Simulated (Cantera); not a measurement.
Cantera run:

```python
import numpy as np
import cantera as ct

gas_names = [...]  # 92 gases of nasa_gas.yaml made of C, H, N
cond_names = """
    C(gr) C6H6(L) C7H8(L) C8H18(L),n-octa
""".split()


# ... load() reads the species with a 1 bar reference pressure and builds the phases ...
atoms = {
    'C2H2': {'C': 2, 'H': 2},
    'NH3': {'N': 1, 'H': 3},
    'H2': {'H': 2},
}
top_T = {'C(gr)': 4500}  # K; cautious upper limits of use, not melting points


# ... equilibrate(T, P, feed) seeds the gas with the atoms and calls Mixture.equilibrate('TP', solver="vcs", rtol=1e-11, max_steps=5000) ...
results = []
feed = {'C2H2': 1, 'NH3': 0.037, 'H2': 0.86}  # mol
T = 1075  # K
P = 1333.22  # Pa
mix = equilibrate(T, P, feed)
results.append((T, P, feed, dict(zip(mix.species_names, mix.species_moles))))
print(gas.report(threshold=0.0001))
for i in range(1, mix.n_phases):
    print(f"{mix.phase(i).name:16s} {mix.phase_moles(i):12.5e} mol")
```

Result:

```
       temperature   1075 K
          pressure   1333.2 Pa
           density   0.00033906 kg/m^3
  mean mol. weight   2.2731 kg/kmol
   phase of matter   gas

                          1 kg             1 kmol
                     ---------------   ---------------
          enthalpy        1.0092e+07         2.294e+07  J
   internal energy        6.1599e+06        1.4002e+07  J
           entropy             90389        2.0546e+05  J/K
    Gibbs function       -8.7076e+07       -1.9793e+08  J
 heat capacity c_p             13448             30570  J/K
 heat capacity c_v            9790.7             22255  J/K

                      mass frac. Y      mole frac. X     chem. pot. / RT
                     ---------------   ---------------   ---------------
               CH4         0.0041576        0.00058909            -45.66
                H2           0.87788           0.98984           -22.016
                N2           0.11794         0.0095703           -34.018
     [  +89 minor]        2.2197e-05        2.1629e-06

C(gr)             1.99886e+00 mol
```

Equilibrium computed with Cantera from the NASA thermochemical tables; the gas is ideal and each condensed phase is pure.
